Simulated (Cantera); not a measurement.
## Ammonia decomposition in nitride growth gas

An isothermal, constant-pressure homogeneous reactor starts with 82.6 % NH3, 17.4 % H2, at 2073 K and 0.133 bar.

Detailed kinetics in Cantera: the gas-phase N/H chemistry of the illustrative SiF4/NH3 mechanism in the Surface Chemkin manual (1991). Walls and surfaces, which speed up NH3 decomposition in real reactors, are not modelled.

```
t (s)        x NH3   x H2     x NH    x N2H4     x NH2      x N2
--------  --------  -----  -------  --------  --------  --------
2.00e-5      0.826  0.174  6.47e-8  2.91e-10   9.32e-5  7.88e-10
0.000126     0.826  0.174  3.30e-6   1.15e-8  0.000576   3.86e-6
0.000795     0.820  0.177  2.33e-5   9.38e-8   0.00164   0.00119
0.00501      0.779  0.207  2.40e-5   8.81e-8   0.00159    0.0123
0.0316       0.579  0.353  2.38e-5   5.68e-8   0.00128    0.0673
0.199        0.137  0.673  1.65e-5   8.19e-9  0.000485     0.188
1.26      0.000107  0.768  6.39e-7    <1e-12   2.61e-6     0.226
7.93       5.71e-6  0.768  3.49e-8    <1e-12   1.41e-7     0.226
50.0       1.04e-6  0.768  6.34e-9    <1e-12   2.56e-8     0.226
```
x: mole fraction; the columns are a selection and need not sum to one.

Equilibrium at this temperature and pressure: NH3 7.60e-7, H2 0.768, NH 4.64e-9, N2H4 <1e-12, NH2 1.88e-8, N2 0.226 (gas phase only).
